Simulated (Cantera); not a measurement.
A freely propagating, adiabatic, planar premixed flame of CH4 : H2 : O2 : N2 : H2O = 1 : 0.042 : 1.68 : 6.33 : 0.3 (molar parts), unburnt at 475 K and 0.220 bar; mixture-averaged transport, grid criteria slope 0.08 and curve 0.16, no radiation.

Computed with Cantera and GRI-Mech 3.0 (53 species, 325 reactions). Burning velocities carry a grid error of a few per cent, more on coarse grids.

Q: What does this change do: CH4 1 to 0.78 parts?

A: 
```
quantity                    before     after
------------------------  --------  --------
laminar burning velocity  101 cm/s  107 cm/s
thermal thickness          1.44 mm   1.44 mm
peak x(CO)                  0.0654    0.0486
peak x(C2H6)               0.00150  0.000852
peak x(CH2)                7.72e-5   4.39e-5
```

Q: What does this change do: 0.44 parts CO2 added?

A: 
```csv
quantity,before,after
laminar burning velocity,101 cm/s,78.1 cm/s
thermal thickness,1.44 mm,1.68 mm
peak x(CO),0.0654,0.0664
peak x(C2H6),0.00150,0.00143
peak x(CH2),7.72e-5,5.57e-5
```
